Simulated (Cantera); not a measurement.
Cantera with NASA thermochemical tables; ideal gases at 1 bar, condensed phases pure. Values are per mole of reaction as written; species without (g) are pure solids or liquids, kept so even where they would boil at 1 bar.

2 B + 6 HF(g) → 2 BF₃(g) + 3 H₂(g)

| T (K) | ΔH° (kJ) | ΔS° (J/K) | ΔG° (kJ) | log10 K | condensed phases |
|---|---|---|---|---|---|
| 2173 | … | … | … | … | B(s) |
| 2323 | -625.4 | -145.2 | -288.1 | 6.48 | B(s) |
| 2473 | … | … | … | … | B(l) |
| 2623 | -726.9 | -188.4 | -232.9 | 4.64 | B(l) |
| 2773 | -727.7 | -188.6 | -204.6 | 3.85 | B(l) |
| 2923 | -728.4 | -188.9 | -176.3 | 3.15 | B(l) |

Complete the blanks.


- 2173, ΔH° (kJ): -625.3
- 2173, ΔS° (J/K): -145.1
- 2173, ΔG° (kJ): -309.9
- 2173, log10 K: 7.45
- 2473, ΔH° (kJ): -726.3
- 2473, ΔS° (J/K): -188.1
- 2473, ΔG° (kJ): -261.1
- 2473, log10 K: 5.51
